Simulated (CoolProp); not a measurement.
A single-stage vapour-compression cycle with R115: evaporating at 229.15 K (dew point), condensing at 291.15 K (bubble point), superheat 8 K, subcooling 0 K, compressor efficiency 0.9, no pressure losses. Each further row changes one setting.

Model: reference Helmholtz-energy equation of state, Lemmon 2016, in CoolProp.

| case | cooling COP | pressure ratio | discharge temperature (K) | refrigerating effect (kJ/kg) | volumetric capacity (kJ/m³) |
|---|---|---|---|---|---|
| as stated | 2.21 | 9.20 | 296.0 | 70.6 | 465 |
| evaporating temperature 234.15 K | 2.56 | 7.32 | 295.7 | 73.5 | 600 |
| condensing temperature 286.15 K | 2.54 | 8.00 | 291.7 | 76.0 | 501 |
| subcooling 5 K | 2.38 | 9.20 | 296.0 | 76.0 | 501 |
| superheat 18 K | 2.30 | 9.20 | 306.0 | 77.1 | 485 |
| compressor efficiency 0.8 | 1.97 | 9.20 | 300.9 | 70.6 | 465 |
